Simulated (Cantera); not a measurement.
A Cantera script and what it prints.

```python
import numpy as np
import cantera as ct

gas_names = """
    AL ALCL ALCL2 ALCL3 ALH ALO ALOCL ALOH ALO2 ALO2H AL2 AL2CL6 AL2O AL2O2 CL CLO CL2 H HALO HCL HOCL
    HO2 H2 H2O H2O2 O OH O2 O3
""".split()
cond_names = """
    AL(cr) AL(L) ALCL3(s) ALCL3(L) AL2O3(a) AL2O3(L) H2O(s) H2O(L)
""".split()


# ... load() reads the species with a 1 bar reference pressure and builds the phases ...
atoms = {
    'AlCl3': {'AL': 1, 'CL': 3},
    'H2O': {'H': 2, 'O': 1},
    'H2': {'H': 2},
}
top_T = {}  # K; cautious upper limits of use, not melting points


# ... equilibrate(T, P, feed) seeds the gas with the atoms and calls Mixture.equilibrate('TP', solver="vcs", rtol=1e-11, max_steps=5000) ...
results = []
feed = {'AlCl3': 1, 'H2O': 31, 'H2': 16}  # mol
P = 21  # Pa
for T in [1298, 1348, 1398, 1448, 1498, 1548, 1598, 1648, 1698, 1748, 1798, 1848, 1898]:
    mix = equilibrate(T, P, feed)
    results.append((T, P, feed, dict(zip(mix.species_names, mix.species_moles))))

top = {s: max(r[3][s] / sum(r[3][g] for g in gas_names) for r in results) for s in gas_names}
cols = sorted((s for s in top if top[s] > 0.001), key=lambda s: -top[s])[:7]
seen = [c for c in cond_names if any(r[3].get(c, 0) > 1e-12 for r in results)]
print("log10 of partial pressures in bar; condensed amounts in mol")
print(f"{'T/K':>10s}" + "".join(f"{s[:9]:>10s}" for s in cols + seen))
for T, P, feed, n in results:
    ng = sum(n[g] for g in gas_names)
    print(f"{T:10.4g}" + "".join(f"{np.log10(max(n[s] / ng * P / 1e5, 1e-99)):10.3f}" for s in cols)
          + "".join(f"{n.get(c, 0):10.4g}" for c in seen))
```

Output:

```
log10 of partial pressures in bar; condensed amounts in mol
       T/K       H2O        H2       HCL         H        OH        CL  AL2O3(a)
      1298    -3.894    -4.159    -4.886    -8.050    -9.672    -8.850       0.5
      1348    -3.894    -4.159    -4.887    -7.715    -9.243    -8.522       0.5
      1398    -3.894    -4.160    -4.887    -7.405    -8.844    -8.216       0.5
      1448    -3.894    -4.160    -4.887    -7.115    -8.473    -7.931       0.5
      1498    -3.894    -4.160    -4.887    -6.845    -8.126    -7.666       0.5
      1548    -3.894    -4.160    -4.888    -6.592    -7.802    -7.417       0.5
      1598    -3.894    -4.161    -4.889    -6.354    -7.497    -7.184       0.5
      1648    -3.895    -4.162    -4.891    -6.131    -7.212    -6.966       0.5
      1698    -3.896    -4.164    -4.894    -5.922    -6.943    -6.761       0.5
      1748    -3.897    -4.166    -4.898    -5.724    -6.689    -6.569       0.5
      1798    -3.899    -4.170    -4.904    -5.538    -6.450    -6.389       0.5
      1848    -3.902    -4.175    -4.913    -5.363    -6.223    -6.220    0.4999
      1898    -3.907    -4.182    -4.926    -5.198    -6.010    -6.064    0.4998
```

Method: chemical equilibrium by Gibbs-energy minimisation in Cantera with the NASA 1993 tables (ideal gas, pure condensed phases).
